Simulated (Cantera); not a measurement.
Nitride etching: AlN + HCl

Input: 1 mol AlN, a varied amount of HCl, equilibrated at 625 °C and 1.70 Pa.

Cantera equilibrium calculation (NASA polynomials, part measured and part estimated; ideal gas, pure solids and liquids). Candidate condensed phases: Al, AlCl₃, AlN, NH₄Cl; 20 gas species. The tables' values for AlCl₂ are old estimates; treat these amounts as uncertain. Equilibrium is a limit: real reactors are often held back by kinetics, nucleation or transport.

```tsv
n(HCl) (mol)	x HCl	x H₂	x AlCl₃	x N₂	x AlCl₂	x Al₂Cl₆	x AlCl	n AlN(s)
1.9	0.150	0.425	0.283	0.142	1.04e-5	6.59e-7	1.42e-7	0.462
2.6	0.150	0.425	0.283	0.142	1.04e-5	6.59e-7	1.42e-7	0.264
3.2	0.150	0.425	0.283	0.142	1.04e-5	6.59e-7	1.42e-7	0.0938
3.9	0.231	0.385	0.256	0.128	5.85e-6	5.41e-7	4.94e-8	0
4.5	0.333	0.333	0.222	0.111	3.27e-6	4.06e-7	1.78e-8	0
5.2	0.423	0.288	0.192	0.0962	2.07e-6	3.04e-7	8.26e-9	0
5.8	0.483	0.259	0.172	0.0862	1.54e-6	2.44e-7	5.10e-9	0
6.5	0.538	0.231	0.154	0.0769	1.17e-6	1.95e-7	3.26e-9	0
7.1	0.577	0.211	0.141	0.0704	9.52e-7	1.63e-7	2.38e-9	0
7.8	0.615	0.192	0.128	0.0641	7.76e-7	1.35e-7	1.74e-9	0
```
x: gas mole fraction; n: condensed amount in mol.

From 1.9 mol HCl to 3.2 mol HCl the condensed part is AlN(s). From 3.9 mol HCl to 7.8 mol HCl nothing is condensed. The main Al-bearing gas is AlCl₃ throughout.
